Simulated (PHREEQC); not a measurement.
Dissolve 0.14 mol TMAH and 0.0012 mol NaAlO2 per kg of water at 25 °C. Closed to the air; pH follows from the charge balance.

All values are PHREEQC results (ion-association model, wateq4f.dat), not measurements.

Each row changes one thing in this solution. No solid was allowed to form.

| case | pH | ionic strength (mol/kgw) |
|---|---|---|
| as made | 13.01 | 0.141 |
| TMAH from 0.14 to 0.28 mol/kgw | 13.28 | 0.281 |
| temperature from 25 to 40 °C | 12.55 | 0.141 |
| diluted 100-fold with water | 11.13 | 0.00141 |
| 0.012 mol/kgw Fe2(SO4)3 added | 12.50 | 0.177 |
| NaAlO2 left out | 13.01 | 0.140 |

Complexes and solids missing from the database can't appear. Some of these states are supersaturated (in Fe(OH)3(a), Hematite (slow to form), for instance). (CH3)4N+ isn't in the database: it is added as a free cation with an ion size of 4 Å. At this temperature some constants are extrapolated from 25 °C, and those without enthalpy data are left unchanged.
